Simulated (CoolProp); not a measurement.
Propylene at several states: density (kg/m³) from the reference equation and from simpler models built on Tc = 91.1 °C, pc = 4555 kPa, ω = 0.146; each cubic takes its own stable root.

Values from CoolProp's reference Helmholtz-energy equation of state, Lemmon 2013.

| T (°C) | p (kPa) | phase | reference | van der Waals | Redlich-Kwong | Peng-Robinson |
|---|---|---|---|---|---|---|
| 149.85 | 925 | gas | 11.58 | 11.56 | 11.59 | 11.64 |
| -41.35 | 9100 | liquid | 612.4 | 397.8 | 572.3 | 652.2 |
| -14.45 | 16.9 | gas | 0.3319 | 0.3314 | 0.3317 | 0.3318 |
| -6.05 | 112 | gas | 2.172 | 2.155 | 2.166 | 2.171 |
